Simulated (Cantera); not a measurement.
A closed system holds: 1 mol Pb, 4.5 mol H₂, at 1123.15 K and 0.133 bar.

Cantera equilibrium calculation (NASA polynomials, part measured and part estimated; ideal gas, pure solids and liquids). Candidate condensed phases: Pb; 4 gas species. Rates play no part.

Base state: H₂ 0.999, Pb 0.00137 (mole fractions); condensed: Pb(l).

### Question
What changes in the equilibrium state with this change: temperature from 1123.15 K to 1423 K?

### Answer
```
species      before    after
----------  -------  -------
H₂            0.999    0.916
Pb          0.00137   0.0841
Pb₂         2.21e-8  2.10e-5
H           1.17e-7  1.74e-5
Pb(l), mol    0.994    0.587
```
